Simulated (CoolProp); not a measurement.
The fluid at 477.78 K and 6.56 MPa is throttled through a valve to 4.33 MPa with no heat exchange. The same conditions are run with several fluids, on thermodynamics alone (safety and materials aside).

The numbers come from the reference Helmholtz-energy equation of state of each fluid (propylene glycol: Eisenbach 2021; decamethyltetrasiloxane (MD2M): Thol 2017; n-undecane: Aleksandrov 2011; tetrahydrofuran: Fiedler 2023; m-xylene: Zhou 2012) in CoolProp.

```tsv
fluid	temperature change (K)	final density (kg/m³)
propylene glycol	+0.3	[?]
decamethyltetrasiloxane (MD2M)	+0.4	677
n-undecane	+0.4	[?]
tetrahydrofuran	[?]	652
m-xylene	+0.3	[?]
```

Q: Complete the blanks.

A: 
- propylene glycol, final density (kg/m³): 880
- n-undecane, final density (kg/m³): 602
- tetrahydrofuran, temperature change (K): -0.4
- m-xylene, final density (kg/m³): 695
